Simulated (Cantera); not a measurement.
Stirred combustor or abatement burner

A perfectly stirred reactor is fed with CH4 : O2 : N2 = 1 : 2.04 : 7.67 (molar parts), at 1600000 Pa; it is adiabatic with a 350 K inlet, and is followed from long to short residence time, starting on the burning branch (τ in s: 0.12, 0.048, 0.019, 0.0073, 0.0029, 0.0011, 0.00044, 0.00017, 6.8e-05, 2.7e-05, 1e-05, 4.1e-06).

Cantera simulation using GRI-Mech 3.0 (53 species, 325 reactions); the numbers are that mechanism's predictions, not measurements. The pressure lies above the range GRI-Mech 3.0 was tuned for (to about 10 atm).

```
τ (s)    T (K)     x CH4     x O2    x C2H2    x NO2   x CH2CO
-------  -----  --------  -------  --------  -------  --------
0.12      2289   5.81e-7  0.00483  4.77e-11  1.21e-6  3.36e-10
0.048     2289   1.41e-6  0.00504  2.72e-10  9.98e-7  8.56e-10
0.019     2288   3.39e-6  0.00536   1.51e-9  7.43e-7   2.29e-9
0.0073    2284   8.12e-6  0.00584   7.99e-9  5.28e-7   6.75e-9
0.0029    2275   1.80e-5  0.00655   3.42e-8  4.07e-7   2.06e-8
0.0011    2258   3.92e-5  0.00772   1.29e-7  3.53e-7   6.84e-8
0.00044   2233   7.97e-5  0.00938   3.87e-7  3.31e-7   2.09e-7
0.00017   2195  0.000169   0.0119   1.14e-6  3.02e-7   6.54e-7
6.8e-5    2140  0.000381   0.0158   3.52e-6  2.45e-7   2.12e-6
2.7e-5     350    0.0934    0.190    <1e-12   <1e-12    <1e-12
1.0e-5     350    0.0934    0.190    <1e-12   <1e-12    <1e-12
4.1e-6     350    0.0934    0.190    <1e-12   <1e-12    <1e-12
```
x: mole fraction; the columns are a selection and need not sum to one.
